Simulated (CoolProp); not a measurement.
A closed Brayton cycle with nitrogen: compressor inlet 322.15 K and 3.6 MPa, high pressure 8.27 MPa, turbine inlet 790 K, compressor efficiency 0.85, turbine efficiency 0.9, recuperator effectiveness 0 (on enthalpy, no pinch check). Each further row changes one setting.

Model: reference Helmholtz-energy equation of state, Span 2000, in CoolProp.

```
case                           thermal efficiency (%)  net work (kJ/kg)  compressor to turbine work  compressor exit (K)  turbine exit (K)
-----------------------------  ----------------------  ----------------  --------------------------  -------------------  ----------------
as stated                                        13.3              53.6                        0.67                424.7             647.0
turbine inlet 740 K                              12.5              43.3                        0.71                424.7             604.7
compressor inlet 332.15 K                        12.9              50.1                        0.69                437.8             647.0
high pressure 7.03 MPa                           11.2              48.0                        0.64                402.7             672.8
recuperator effectiveness 0.5                    18.9              53.6                        0.67                424.7             647.0
```
